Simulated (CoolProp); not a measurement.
Vapour-liquid equilibrium of o-xylene (1) + n-nonane (2) at 354.5 K; x and y are mole fractions of (1).

Computed with CoolProp (multi-fluid Helmholtz-energy mixture model, Zhou 2012 and Lemmon 2006; pair parameters Bell 2016).

| x | bubble pressure, mixture model (kPa) | bubble pressure, Raoult's law (kPa) | y, mixture model | y, Raoult's law |
|---|---|---|---|---|
| 0.05 | 10.56 | 10.42 | 0.077 | 0.064 |
| 0.15 | 11.13 | 10.73 | 0.213 | 0.187 |
| 0.25 | 11.63 | 11.04 | 0.331 | 0.303 |
| 0.35 | 12.08 | 11.35 | 0.434 | 0.412 |
| 0.45 | 12.45 | 11.66 | 0.527 | 0.516 |
| 0.55 | 12.77 | 11.97 | 0.613 | 0.614 |
| 0.65 | 13.02 | 12.28 | 0.694 | 0.708 |
| 0.75 | 13.21 | 12.59 | 0.775 | 0.796 |
| 0.85 | 13.33 | 12.90 | 0.859 | 0.881 |
| 0.95 | 13.38 | 13.21 | 0.950 | 0.961 |

The largest gap from Raoult's law is +6.8 % in bubble pressure, at x = 0.45. No azeotrope shows between x = 0.05 and 0.95.

The pair parameters rest on a limited set of measurements; away from them the model extrapolates.
